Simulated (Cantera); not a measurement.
A closed system holds: 1 mol Zr, 0.099 mol H₂O, 23 mol H₂, held at 1323 K and 0.370 Pa.

Equilibrium computed with Cantera from the NASA thermochemical tables; the gas is ideal and each condensed phase is pure. Candidate condensed phases: H₂O, Zr, ZrO₂; 12 gas species. Mutual solubility and eutectic melting of coexisting phases are not modelled. Condensed phases not in the tables: N, O or C dissolved in the metal. Kinetics and transport are ignored.

### Question
What is the equilibrium state?

### Answer
- x(H₂): 0.999
- x(H): 0.000824
- n(Zr(β)): 0.951 mol
- n(ZrO₂(monoclinic)): 0.0495 mol
- gas amount: 23.11 mol
